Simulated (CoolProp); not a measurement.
A single-stage vapour-compression cycle with neopentane: evaporating at 277.15 K (dew point), condensing at 324.15 K (bubble point), superheat 8 K, subcooling 8 K, compressor efficiency 0.65, no pressure losses. Each further row changes one setting.

Computed with CoolProp (reference Helmholtz-energy equation of state, Lemmon 2006). It is a short technical equation, of lower accuracy than the large ones.

```json
[
 {"case": "as stated", "cooling COP": "3.28", "pressure ratio": "4.42", "discharge temperature (K)": "332.9", "refrigerating effect (kJ/kg)": "243", "volumetric capacity (kJ/m³)": "633"},
 {"case": "evaporating temperature 282.15 K", "cooling COP": "(withheld)", "pressure ratio": "3.67", "discharge temperature (K)": "332.2", "refrigerating effect (kJ/kg)": "(withheld)", "volumetric capacity (kJ/m³)": "(withheld)"},
 {"case": "condensing temperature 319.15 K", "cooling COP": "3.79", "pressure ratio": "(withheld)", "discharge temperature (K)": "(withheld)", "refrigerating effect (kJ/kg)": "255", "volumetric capacity (kJ/m³)": "665"},
 {"case": "subcooling 13 K", "cooling COP": "(withheld)", "pressure ratio": "4.42", "discharge temperature (K)": "332.9", "refrigerating effect (kJ/kg)": "255", "volumetric capacity (kJ/m³)": "665"},
 {"case": "superheat 18 K", "cooling COP": "3.36", "pressure ratio": "4.42", "discharge temperature (K)": "(withheld)", "refrigerating effect (kJ/kg)": "260", "volumetric capacity (kJ/m³)": "651"},
 {"case": "compressor efficiency 0.55", "cooling COP": "2.78", "pressure ratio": "4.42", "discharge temperature (K)": "(withheld)", "refrigerating effect (kJ/kg)": "243", "volumetric capacity (kJ/m³)": "633"}
]
```

Question: Complete the blanks.

Answer: 
- evaporating temperature 282.15 K, cooling COP: 3.83
- evaporating temperature 282.15 K, refrigerating effect (kJ/kg): 250
- evaporating temperature 282.15 K, volumetric capacity (kJ/m³): 776
- condensing temperature 319.15 K, pressure ratio: 3.86
- condensing temperature 319.15 K, discharge temperature (K): 328.5
- subcooling 13 K, cooling COP: 3.44
- superheat 18 K, discharge temperature (K): 342.9
- compressor efficiency 0.55, discharge temperature (K): 339.7
